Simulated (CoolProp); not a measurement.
Properties of acetone at several states.

The numbers come from the reference Helmholtz-energy equation of state, Lemmon 2006 in CoolProp. It is a short technical equation, of lower accuracy than the large ones.

```csv
T (°C),p (MPa),phase,cp (kJ/(kg K)),isothermal compressibility (1/MPa),expansivity (1/kK)
267.05,0.251,gas,1.990,4.054,1.966
180.75,16.8,liquid,2.564,0.004526,2.088
127.95,1.59,liquid,2.512,0.004307,2.303
```
